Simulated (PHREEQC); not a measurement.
A solution holds 39 mmol/kgw HCl, 2.3 mmol/kgw FeSO4 and 0.979 mmol/kgw Fe2(SO4)3, at 25 °C. Closed to the air; pH follows from the charge balance.

Computed with PHREEQC (ion-association model, phreeqc.dat).

Precipitation was switched off in this run.

What pH does the model give?

pH 1.51.

In which forms is Fe present?

Fe+2 49 %, FeSO4+ 24 %, Fe+3 11 %, FeCl+2 5.5 %, FeHSO4+2 3.6 %, FeSO4 2.8 % of the Fe.

Saturation is exceeded, for instance for Hematite (slow to form), Goethite (slow to form); the values hold only as long as no solid forms. Complexes and solids missing from the database can't appear.
